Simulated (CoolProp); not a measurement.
A single-stage vapour-compression cycle with R236FA: evaporating at 316.15 K (dew point), condensing at 343.15 K (bubble point), superheat 5 K, subcooling 5 K, compressor efficiency 0.9, no pressure losses. Each further row changes one setting.

Values from CoolProp's reference Helmholtz-energy equation of state, Pan 2012.

```
case                              cooling COP  pressure ratio  discharge temperature (K)  refrigerating effect (kJ/kg)  volumetric capacity (kJ/m³)
--------------------------------  -----------  --------------  -------------------------  ----------------------------  ---------------------------
as stated                                9.19            2.06                      343.7                           110                         3440
evaporating temperature 321.15 K         11.8            1.78                      344.5                           114                         4090
condensing temperature 338.15 K          11.7            1.82                      339.4                           117                         3650
subcooling 10 K                          9.75            2.06                      343.7                           117                         3650
superheat 15 K                           9.44            2.06                      353.0                           120                         3550
compressor efficiency 0.8                8.16            2.06                      345.0                           110                         3440
```
